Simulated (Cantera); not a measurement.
An isothermal plug-flow reactor at 675 K and 270000 Pa (inlet), inlet velocity 2.8 m/s, active area per volume 210 1/m; feed H₂ : O₂ : N₂ = 0.04 : 0.012 : 1.2 (molar parts), equivalence ratio 1.7.

Detailed kinetics in Cantera: Deutschmann's 1995 Pt surface mechanism with GRI-Mech 3.0 gas chemistry. Catalytic surfaces can have several steady states; this one follows from the mechanism file's or the stated starting coverage. Mass transfer to the wall is taken as infinitely fast.

**Question.** Predict: x(H₂) at z = 0.0065 m; x(O₂) at z = 0.0065 m; x(H₂O) at z = 0.0065 m; θ(free Pt) at the exit; θ(H*) at the exit.

**Answer.** 
```json
{
  "x(H₂) at z = 0.0065 m": "0.0135",
  "x(O₂) at z = 0.0065 m": "0.000303",
  "x(H₂O) at z = 0.0065 m": "0.0187",
  "θ(free Pt) at the exit": "0.900",
  "θ(H*) at the exit": "0.0994"
}
```
